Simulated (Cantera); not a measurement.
**Adiabatic ignition**

An adiabatic, constant-volume homogeneous reactor starts with C2H4 : O2 : N2 : H2O = 1 : 6.82 : 25.6 : 1.7 (molar parts), equivalence ratio 0.44, at 1325 K and 18.0 bar.

Model: GRI-Mech 3.0 (53 species, 325 reactions), integrated in Cantera. GRI-Mech 3.0 was tuned for natural gas; its chemistry of ethylene as a main component is partial and can be far from experiment. The pressure lies above the range GRI-Mech 3.0 was tuned for (to about 10 atm).

```csv
t (s),T (K),P (bar),x C2H4,x O2,x H2O,x HCO,x CH2O,x CO,x H
8.00e-6,1325,18.0,0.0285,0.194,0.0484,1.53e-11,1.39e-8,3.29e-8,1.71e-10
2.97e-5,1325,18.0,0.0285,0.194,0.0484,1.41e-10,2.61e-7,5.68e-7,1.67e-9
0.000110,2511,34.2,<1e-12,0.107,0.102,4.56e-10,5.30e-12,0.00114,8.36e-5
0.000410,2507,34.1,<1e-12,0.106,0.102,4.37e-10,5.08e-12,0.00112,8.12e-5
0.00152,2493,34.0,<1e-12,0.104,0.102,3.88e-10,4.57e-12,0.00106,7.50e-5
0.00566,2478,33.7,<1e-12,0.101,0.102,3.39e-10,4.04e-12,0.001000,6.85e-5
0.0210,2476,33.7,<1e-12,0.100,0.102,3.32e-10,3.97e-12,0.000991,6.77e-5
0.0780,2476,33.7,<1e-12,0.100,0.102,3.32e-10,3.97e-12,0.000991,6.77e-5
0.290,2476,33.7,<1e-12,0.100,0.102,3.32e-10,3.97e-12,0.000991,6.77e-5
1.08,2476,33.7,<1e-12,0.100,0.102,3.32e-10,3.97e-12,0.000991,6.77e-5
4.00,2476,33.7,<1e-12,0.100,0.102,3.32e-10,3.97e-12,0.000991,6.77e-5
```
x: mole fraction; the columns are a selection and need not sum to one.

The time of steepest temperature rise is 71.8 µs, the temperature at 4.00 s comes out as 2476 K and the equilibrium temperature is 2476 K. The x(C2H4) at 4.00 s is <1e-12 (gas-phase equilibrium <1e-12), the x(O2) at 4.00 s comes out as 0.100 (gas-phase equilibrium 0.100) and the x(H2O) at 4.00 s comes out as 0.102 (gas-phase equilibrium 0.102).
